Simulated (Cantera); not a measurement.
A closed system holds: 1 mol SrF2, 0.034 mol HF, a varied amount of N2, held at 1998.15 K and 1000 Pa.

Equilibrium computed with Cantera from the NASA thermochemical tables; the gas is ideal and each condensed phase is pure. Candidate condensed phases: Sr, SrF2; 24 gas species. Kinetics and transport are ignored.

Question: At 110 mol N2, list the 4 most abundant gas species with their mole fractions, and the condensed phases.

Answer: N2 0.991, SrF2 0.00896, HF 0.000305, F 4.30e-5. Condensed: gas only.
